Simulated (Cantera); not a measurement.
# Transport properties of process gases

Gas mixture: 57.9 % C₃H₈, 42.1 % C₂H₆, at 10.00 Torr, frozen composition.

Cantera's kinetic-theory transport with the Lennard-Jones parameters of GRI-Mech 3.0, ideal gas; thermal conductivity in the mixture-averaged form. The composition is frozen, though it would react at the higher temperatures.

```csv
T (K),ρ (kg/m³),cp (J/kg/K),μ (µPa s),λ (mW/m/K),Pr,D (cm²/s) NO,D (cm²/s) C₂H₂,D (cm²/s) H₂
400,0.0153,2145,11.4,32.7,0.749,15.9,13.1,63.6
600,0.0102,2936,16.2,63.5,0.749,32.6,27.5,127
800,0.00765,3538,20.3,96.0,0.750,53.5,45.8,206
1000,0.00612,4000,24.0,128,0.751,78.2,67.4,300
1200,0.00510,4327,27.3,159,0.746,106,92.1,406
1400,0.00437,4593,30.4,188,0.744,138,120,525
1600,0.00383,4808,33.3,215,0.743,172,150,655
```
D: mixture-averaged diffusion coefficient of that species in the mixture.
